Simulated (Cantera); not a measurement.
# Catalytic combustion on Pt

An isothermal plug-flow reactor at 773 K and 2.00 bar (inlet), inlet velocity 0.096 m/s, active area per volume 270 1/m; feed 0.928 % CO, 18.8 % O₂, 78.0 % N₂, 2.27 % H₂O.

Detailed kinetics in Cantera: Deutschmann's 1995 Pt surface mechanism with GRI-Mech 3.0 gas chemistry. Catalytic surfaces can have several steady states; this one follows from the mechanism file's or the stated starting coverage. Mass transfer to the wall is taken as infinitely fast.

```
z (m)        x CO   x O₂   x H₂O    x CO₂  θ free Pt   θ O*    θ OH*     θ CO*
-------  --------  -----  ------  -------  ---------  -----  -------  --------
0.00033   0.00743  0.187  0.0227  0.00186     0.0239  0.970  0.00403   0.00198
0.00071   0.00629  0.186  0.0228  0.00301     0.0209  0.974  0.00377   0.00128
0.0015    0.00482  0.186  0.0228  0.00449     0.0184  0.977  0.00354  0.000754
0.0033    0.00301  0.185  0.0228  0.00631     0.0163  0.980  0.00334  0.000368
0.0071    0.00134  0.184  0.0228  0.00798     0.0149  0.982  0.00320  0.000137
0.015    0.000308  0.184  0.0228  0.00902     0.0142  0.983  0.00312   2.85e-5
0.033     1.29e-5  0.184  0.0228  0.00932     0.0140  0.983  0.00310   1.16e-6
```
x: gas mole fraction; θ: surface coverage.
